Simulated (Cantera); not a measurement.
Feed: 1 mol B, 0.084 mol H2O, 120 mol H2, held at 1750 K and 1.33 mbar.

Method: chemical equilibrium by Gibbs-energy minimisation in Cantera with the NASA 1993 tables (ideal gas, pure condensed phases). Candidate condensed phases: B, B2O3, B3O3H3, H2O; 23 gas species. The tables' values for BH2 are old estimates; treat these amounts as uncertain. Rates play no part.

Base state: H2 0.993, H 0.00635, HBO 0.000619, BH2 8.95e-5, BO 7.46e-5 (mole fractions); condensed: B(s).

What changes in the equilibrium state with this change: pressure from 1.33 mbar to 13.3 mbar?


| species | before | after |
|---|---|---|
| H2 | 0.993 | 0.997 |
| H | 0.00635 | 0.00201 |
| HBO | 0.000619 | 0.000669 |
| BO | 7.46e-5 | 2.54e-5 |
| BH2 | 8.95e-5 | 8.99e-5 |
| B(s), mol | 0.905 | 0.905 |
